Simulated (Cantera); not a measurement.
A perfectly stirred reactor is fed with CO : H₂ : CH₄ : O₂ : N₂ : CO₂ = 1 : 0.64 : 0.2 : 2.1 : 6.1 : 0.22 (molar parts), equivalence ratio 0.58, at 0.800 bar; it is adiabatic with a 575 K inlet, and is followed from long to short residence time, starting on the burning branch (τ in s: 0.46, 0.19, 0.075, 0.03, 0.012, 0.005, 0.002, 0.00081, 0.00033, 0.00013, 5.3e-05).

Computed with Cantera and GRI-Mech 3.0 (53 species, 325 reactions).

One state of this run: T (K) = 2157; x CO = 0.00371; x H₂ = 0.000513; x CH₄ = 1.04e-6; x C₂H₄ = 4.87e-12; x C₂H₆ = <1e-12; x CH₂O = 1.81e-7; x HCN = 1.07e-8. x: mole fraction; the columns are a selection and need not sum to one.

### Question
Which value of τ (s) does it belong to?
(A) 0.00013
(B) 5.3e-5
(C) 0.075
(D) 0.00033

### Answer
C, 0.075
